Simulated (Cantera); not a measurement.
**Hydrocarbon pyrolysis for carbon deposition**

An isothermal, constant-pressure homogeneous reactor starts with C₂H₆ : N₂ = 1 : 2.3 (molar parts), at 1848 K and 0.0900 Torr.

Detailed kinetics in Cantera: GRI-Mech 3.0 (53 species, 325 reactions). GRI-Mech 3.0 stops at C3 and has no aromatics, soot or wall deposition, so with more carbon than oxygen in the feed, carbon stays in small species such as C2H2 where larger ones or solid carbon would form. Radical loss at walls, strong at low pressure, is not modelled.

| t (s) | x C₂H₆ | x CH₄ | x HCN | x C₂H₂ | x CH₃ |
|---|---|---|---|---|---|
| 1.00e-6 | 0.303 | 1.03e-9 | <1e-12 | <1e-12 | 5.03e-5 |
| 6.99e-6 | 0.303 | 5.03e-8 | <1e-12 | <1e-12 | 0.000351 |
| 4.89e-5 | 0.301 | 2.44e-6 | <1e-12 | <1e-12 | 0.00245 |
| 0.000342 | 0.292 | 0.000116 | <1e-12 | 9.62e-10 | 0.0166 |
| 0.00239 | 0.228 | 0.00450 | 2.68e-8 | 8.56e-6 | 0.0863 |
| 0.0167 | 0.0129 | 0.0618 | 4.16e-6 | 0.0287 | 0.125 |
| 0.117 | 3.90e-5 | 0.0663 | 1.07e-5 | 0.148 | 0.0139 |
| 0.818 | 5.83e-6 | 0.0451 | 1.23e-5 | 0.172 | 0.00391 |
| 5.72 | 9.78e-7 | 0.0195 | 1.48e-5 | 0.182 | 0.00154 |
| 40.0 | 1.24e-8 | 0.00129 | 3.24e-5 | 0.188 | 0.000243 |
x: mole fraction; the columns are a selection and need not sum to one.

Equilibrium at this temperature and pressure: C₂H₆ <1e-12, CH₄ 3.62e-7, HCN 0.132, C₂H₂ 0.120, CH₃ 5.92e-7 (gas phase only).
